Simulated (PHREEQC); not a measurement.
A solution holds 2.4 mmol/kgw MgSO4, 0.094 mmol/kgw Sr(OH)2, 0.083 mmol/kgw Ca(NO3)2 and 0.405 mmol/kgw HCl, at 25 °C. Closed to the air; pH follows from the charge balance.

Model: ion-association model, wateq4f.dat, run in PHREEQC.

Precipitation was switched off in this run.

### Question
What pH, ionic strength does the model give?

### Answer
pH 3.75; ionic strength 0.00850 mol/kgw.

### Question
In which forms is Sr present?

### Answer
Sr+2 85 %, SrSO4 15 % of the Sr.

Complexes and solids missing from the database can't appear.
